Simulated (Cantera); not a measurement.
An isothermal, constant-pressure homogeneous reactor starts with C3H8 : H2 = 1 : 47 (molar parts), at 1575 K and 100.0 Torr.

Model: GRI-Mech 3.0 (53 species, 325 reactions), integrated in Cantera. GRI-Mech 3.0 was tuned for natural gas; its chemistry of propane as a main component is partial and can be far from experiment. GRI-Mech 3.0 stops at C3 and has no aromatics, soot or wall deposition, so with more carbon than oxygen in the feed, carbon stays in small species such as C2H2 where larger ones or solid carbon would form.

x: mole fraction; the columns are a selection and need not sum to one.

```tsv
t (s)	x C3H8	x H2	x CH4	x C2H2	x C2H6	x CH2
8.00e-5	0.00255	0.959	0.0180	0.00109	0.000287	2.43e-6
0.000277	2.66e-6	0.957	0.0225	0.00637	3.44e-5	4.65e-7
0.000961	7.10e-9	0.958	0.0228	0.0108	1.09e-5	6.66e-8
0.00333	?	0.958	0.0228	?	?	?
0.0115	3.00e-10	0.958	0.0228	0.0170	?	4.68e-9
0.0400	1.09e-10	0.958	0.0226	0.0184	1.22e-6	4.92e-9
0.139	1.01e-10	0.959	0.0223	0.0186	1.18e-6	4.90e-9
0.480	9.25e-11	0.959	0.0211	0.0191	1.08e-6	4.68e-9
1.67	7.21e-11	0.961	0.0179	0.0206	8.23e-7	4.07e-9
5.77	4.42e-11	0.964	0.0123	0.0232	4.74e-7	2.93e-9
20.0	2.89e-11	0.966	0.00832	0.0251	3.04e-7	2.07e-9
```

### Question
Complete the blanks.

### Answer

- 0.00333, x C3H8: 1.33e-9
- 0.00333, x C2H2: 0.0142
- 0.00333, x C2H6: 4.01e-6
- 0.00333, x CH2: 1.17e-8
- 0.0115, x C2H6: 1.62e-6
